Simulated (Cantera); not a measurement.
Silicon etching in halogen gases: Si + NF₃ + H₂

A closed system holds: 1 mol Si, 1.3 mol NF₃, 9.4 mol H₂, held at 25000 Pa.

Equilibrium computed with Cantera from the NASA thermochemical tables; the gas is ideal and each condensed phase is pure. Candidate condensed phases: Si, Si₃N₄; 37 gas species. The tables' values for SiF₃, SiF₂ are old estimates; treat these amounts as uncertain. Equilibrium is a limit: real reactors are often held back by kinetics, nucleation or transport.

At 1525 K the condensed part is Si₃N₄(s). From 1550 K to 1700 K nothing is condensed. The main Si-bearing gas is SiF₄ throughout.

| T (K) | x H₂ | x SiF₄ | x N₂ | x HF | x SiF₃ | x SiHF₃ | x SiF₂ | n Si₃N₄(s) |
|---|---|---|---|---|---|---|---|---|
| 1525 | 0.844 | 0.0756 | 0.0587 | 0.00716 | 0.00870 | 0.00522 | 0.000546 | 0.000790 |
| 1550 | 0.843 | 0.0740 | 0.0587 | 0.00822 | 0.0102 | 0.00527 | 0.000732 | 0 |
| 1575 | 0.841 | 0.0726 | 0.0587 | 0.00973 | 0.0115 | 0.00515 | 0.000908 | 0 |
| 1600 | 0.840 | 0.0711 | 0.0586 | 0.0114 | 0.0128 | 0.00503 | 0.00112 | 0 |
| 1625 | 0.838 | 0.0694 | 0.0586 | 0.0133 | 0.0143 | 0.00491 | 0.00138 | 0 |
| 1650 | 0.836 | 0.0675 | 0.0585 | 0.0154 | 0.0159 | 0.00479 | 0.00168 | 0 |
| 1675 | 0.834 | 0.0655 | 0.0584 | 0.0177 | 0.0176 | 0.00467 | 0.00204 | 0 |
| 1700 | 0.831 | 0.0633 | 0.0584 | 0.0201 | 0.0193 | 0.00454 | 0.00247 | 0 |
x: gas mole fraction; n: condensed amount in mol.
